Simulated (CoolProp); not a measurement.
R1224YDZ at several states: density (kg/m³) from the reference equation and from simpler models built on Tc = 428.7 K, pc = 33.34 bar, ω = 0.325; each cubic takes its own stable root.

The numbers come from the reference Helmholtz-energy equation of state, Akasaka 2023 in CoolProp.

```
T (K)  p (bar)   phase  reference
-----  -------  ------  ---------
197.7    0.344  liquid       1611
332.8     4.14     gas      25.23
342.1    0.807     gas      4.294
401.5     0.18     gas     0.8025
394.8     77.2  liquid       1102
```

Question: How far does each simpler model (van der Waals, Soave-Redlich-Kwong, Peng-Robinson) lie from the reference over these 5 states: mean and median of the absolute difference, and the worst?

Answer: 
- van der Waals: mean 28.0 %, median 5.2 %, worst -99.8 % at 197.7 K and 0.344 bar
- Soave-Redlich-Kwong: mean 5.1 %, median 1.6 %, worst -12.0 % at 197.7 K and 0.344 bar
- Peng-Robinson: mean 0.6 %, median 0.8 %, worst -1.2 % at 197.7 K and 0.344 bar

At some of these states van der Waals gives the other phase, because its saturation line lies elsewhere.
